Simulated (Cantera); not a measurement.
Input: 1 mol CsCl, 1.4 mol HCl, 21 mol H2, at 1175 °C and 10000 Pa.

Equilibrium computed with Cantera from the NASA thermochemical tables; the gas is ideal and each condensed phase is pure. Candidate condensed phases: Cs, CsCl; 9 gas species. Kinetics and transport are ignored.

Base state: H2 0.898, HCl 0.0598, CsCl 0.0423, Cs2Cl2 0.000203, H 2.76e-5 (mole fractions); condensed: gas only.

**Question.** What changes in the equilibrium state with this change: H2 from 21 to 0.59 mol?

**Answer.** 
| species | before | after |
|---|---|---|
| HCl | 0.0598 | 0.473 |
| CsCl | 0.0423 | 0.316 |
| H2 | 0.898 | 0.200 |
| Cs2Cl2 | 0.000203 | 0.0113 |
| Cl | 1.50e-6 | 2.52e-5 |
| H | 2.76e-5 | 1.30e-5 |
